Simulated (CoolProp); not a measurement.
Values from CoolProp's reference Helmholtz-energy equation of state, Gao 2020.

Problem. For ammonia, give the phase and the density (kg/m³), speed of sound (m/s), viscosity (µPa s), conductivity (mW/(m K)) at 315.6 K and 14.2 MPa; 323.2 K and 14.2 MPa.

Solution. 
- 315.6 K and 14.2 MPa: liquid; density 590, speed of sound 1310, viscosity 121, conductivity 462
- 323.2 K and 14.2 MPa: liquid; density 578, speed of sound 1250, viscosity 113, conductivity 442

Viscosity comes from a separate model (Fenghour 1995). Thermal conductivity comes from a separate model (Tufeu 1984).
